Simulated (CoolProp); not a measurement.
Properties of carbon monoxide along the isobar 20.5 MPa.

Computed with CoolProp (reference Helmholtz-energy equation of state, Lemmon 2006). It is a short technical equation, of lower accuracy than the large ones.

```tsv
T (°C)	phase	density (kg/m³)	cp (kJ/(kg K))	cv (kJ/(kg K))	Joule-Thomson coefficient (K/MPa)	isothermal compressibility (1/MPa)	fugacity coefficient
-182.15	liquid	801.9	1.986	1.121	-0.3804	0.002461	?
-176.35	liquid	781.6	1.980	1.090	-0.3642	0.002831	0.04717
-170.65	liquid	761.3	1.978	1.063	-0.3438	0.003260	0.06750
-164.85	liquid	740.3	1.980	1.039	-0.3180	0.003776	0.09262
-159.15	liquid	719.3	1.985	1.017	-0.2875	0.004376	0.1215
-153.35	liquid	697.6	1.993	0.9974	-0.2505	?	0.1547
-147.65	liquid	675.7	2.003	0.9799	-0.2079	0.005948	0.1906
-141.85	liquid	?	2.014	0.9637	?	0.006968	0.2298
-136.15	supercritical	630.4	2.025	0.9493	-0.1016	?	0.2704
-130.35	supercritical	607.0	2.036	0.9359	-0.03694	0.009555	0.3130
-124.65	supercritical	583.8	2.043	0.9238	0.03372	0.01115	0.3556
-118.85	supercritical	560.0	2.047	?	?	0.01300	0.3991
```

**Question.** Some entries are withheld; supply them.

**Answer.** 
- -182.15, fugacity coefficient: 0.03090
- -153.35, isothermal compressibility (1/MPa): 0.005102
- -141.85, density (kg/m³): 653.1
- -141.85, Joule-Thomson coefficient (K/MPa): -0.1579
- -136.15, isothermal compressibility (1/MPa): 0.008149
- -118.85, cv (kJ/(kg K)): 0.9125
- -118.85, Joule-Thomson coefficient (K/MPa): 0.1124
